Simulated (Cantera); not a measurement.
A freely propagating, adiabatic, planar premixed flame of H2 : O2 : N2 = 1 : 0.185 : 0.537 (molar parts), equivalence ratio 2.7, unburnt at 598 K and 0.320 bar; multicomponent transport, grid criteria slope 0.08 and curve 0.16, no radiation.

Cantera simulation using the H2/O2 subset of GRI-Mech 3.0, which has no nitrogen chemistry; the numbers are that mechanism's predictions, not measurements. Burning velocities carry a grid error of a few per cent, more on coarse grids.

**Question.** Predict: laminar burning velocity; thermal thickness; peak x(H2O2); peak x(OH); peak x(HO2); peak x(H).

**Answer.** 
- laminar burning velocity: 804 cm/s
- thermal thickness: 2.04 mm
- peak x(H2O2): 1.54e-6
- peak x(OH): 0.00281
- peak x(HO2): 9.10e-5
- peak x(H): 0.117
